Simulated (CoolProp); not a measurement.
Vapour-liquid equilibrium of isobutene (1) + n-octane (2) at 0.325 MPa; x and y are mole fractions of (1).

The numbers come from the multi-fluid Helmholtz-energy mixture model, Lemmon 2005 and Beckmüller 2019; pair parameters Bell 2016 in CoolProp.

```
x      bubble temperature, mixture model (°C)  bubble temperature, Raoult's law (°C)  y, mixture model  y, Raoult's law
-----  --------------------------------------  -------------------------------------  ----------------  ---------------
0.05                                    149.7                                  139.8             0.415            0.568
0.125                                   119.9                                  109.0             0.742            0.833
0.2                                      98.4                                   89.6             0.874            0.919
0.275                                    83.0                                   76.2             0.931            0.955
0.35                                     71.5                                   66.2             0.959            0.973
0.425                                    62.4                                   58.4             0.974            0.983
0.5                                      55.1                                   52.0             0.983            0.989
0.575                                    49.1                                   46.7             0.989            0.992
0.65                                     43.9                                   42.2             0.993            0.995
0.725                                    39.4                                   38.2             0.995            0.997
0.8                                      35.5                                   34.7             0.997            0.998
0.875                                    32.1                                   31.6             0.999            0.999
0.95                                     29.0                                   28.8             0.999            1.000
```

The largest gap from Raoult's law is +10.9 K in bubble temperature, at x = 0.125. No azeotrope shows between x = 0.05 and 0.95.

The pair parameters rest on a limited set of measurements; away from them the model extrapolates.
